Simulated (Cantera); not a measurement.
## Reactions in the system H-Ni-S

Source: NASA polynomial tables (part measured, part estimated), evaluated in Cantera. Values are per mole of reaction as written; species without (g) are pure solids or liquids, kept so even where they would boil at 1 bar.

3 NiS₂ + 2 H₂(g) ⇌ Ni₃S₄ + 2 H₂S(g)

| T (K) | ΔH° (kJ) | ΔS° (J/K) | ΔG° (kJ) | log10 K |
|---|---|---|---|---|
| 300 | 51.9 | 120.5 | 15.8 | -2.75 |
| 448 | 47.7 | 108.8 | -1.0 | 0.12 |
| 473 | 47.2 | 107.7 | -3.8 | 0.41 |
| 498 | 46.8 | 106.9 | -6.4 | 0.68 |
| 523 | 46.4 | 106.2 | -9.1 | 0.91 |
| 548 | 46.2 | 105.7 | -11.7 | 1.12 |
| 573 | 46.0 | 105.4 | -14.4 | 1.31 |
| 598 | 45.9 | 105.2 | -17.0 | 1.49 |
